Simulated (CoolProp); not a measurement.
Vapour-liquid equilibrium of isohexane (1) + benzene (2) at 1.44 MPa; x and y are mole fractions of (1).

Values from CoolProp's multi-fluid Helmholtz-energy mixture model, Lemmon 2006 and Thol 2012; pair parameters Bell 2016.

**Question.** Give the bubble temperature and the first vapour's composition at x = 0.05, 0.5, 0.65. Is there an azeotrope?

**Answer.** x = 0.05: 197.2 °C, y = 0.081; x = 0.5: 182.8 °C, y = 0.562; x = 0.65: 180.2 °C, y = 0.691. No azeotrope shows between x = 0.05 and 0.95.

Pair parameters are fitted to limited data, so mixtures are less certain than the pure fluids.
